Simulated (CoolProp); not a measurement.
Ethanol at several states: Z from the reference equation and from simpler models built on Tc = 514.7 K, pc = 62.68 bar, ω = 0.644; each cubic takes its own stable root.

The numbers come from the reference Helmholtz-energy equation of state, Schroeder 2014 in CoolProp.

```
T (K)  p (bar)          phase  reference  van der Waals  Redlich-Kwong  Soave-Redlich-Kwong  Peng-Robinson
-----  -------  -------------  ---------  -------------  -------------  -------------------  -------------
368.6      182         liquid     0.3689         0.6618         0.4703               0.4395         0.3906
368        355         liquid     0.7041          1.237         0.8853               0.8405         0.7489
488.9     5.39            gas     0.9662         0.9704         0.9652                    ?         0.9597
453.3      133         liquid          ?         0.4510         0.3378               0.3156         0.2802
530.1     72.7  supercritical     0.4597         0.3619         0.3849                    ?         0.4501
289.6     3.06         liquid   0.007386              ?       0.009292                    ?       0.007722
```

Problem. Some entries are withheld; supply them.

Solution. 
- 488.9, Soave-Redlich-Kwong: 0.9632
- 453.3, reference: 0.2560
- 530.1, Soave-Redlich-Kwong: 0.4787
- 289.6, van der Waals: 0.9426
- 289.6, Soave-Redlich-Kwong: 0.008677

At some of these states van der Waals gives the other phase, because its saturation line lies elsewhere.
